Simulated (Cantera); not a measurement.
Charge: 1 mol Si2H6, 5.6 mol CO2, held at 0.100 bar.

Equilibrium computed with Cantera from the NASA thermochemical tables; the gas is ideal and each condensed phase is pure. Candidate condensed phases: C, C6H6, C7H8, C8H18, H2O, Si, SiC, SiO2; 123 gas species. The feed counts by its element totals alone. The tables hold silica as quartz up to 1696 K and as liquid above; real silica turns to tridymite and cristobalite and melts near 1996 K. Gases not in the tables: Si(OH)4. The numbers say what is thermodynamically allowed, not how fast it happens.

Q: Which condensed phases are stable at each of these points (T (K)): 825, 900, 975, 1050, 1125, 1200, 1275, 1350, 1425, 1500, 1575?

A: 
| T (K) | condensed phases | Si condensed (%) |
|---|---|---|
| 825 | C(graphite) + SiO2(α-quartz) | 100.0 |
| 900 | SiO2(β-quartz) | 100.0 |
| 975 | SiO2(β-quartz) | 100.0 |
| 1050 | SiO2(β-quartz) | 100.0 |
| 1125 | SiO2(β-quartz) | 100.0 |
| 1200 | SiO2(β-quartz) | 100.0 |
| 1275 | SiO2(β-quartz) | 100.0 |
| 1350 | SiO2(β-quartz) | 100.0 |
| 1425 | SiO2(β-quartz) | 100.0 |
| 1500 | SiO2(β-quartz) | 100.0 |
| 1575 | SiO2(β-quartz) | 100.0 |

At 825 K the condensed part is C(graphite) + SiO2(α-quartz). From 900 K to 1575 K the condensed part is SiO2(β-quartz).
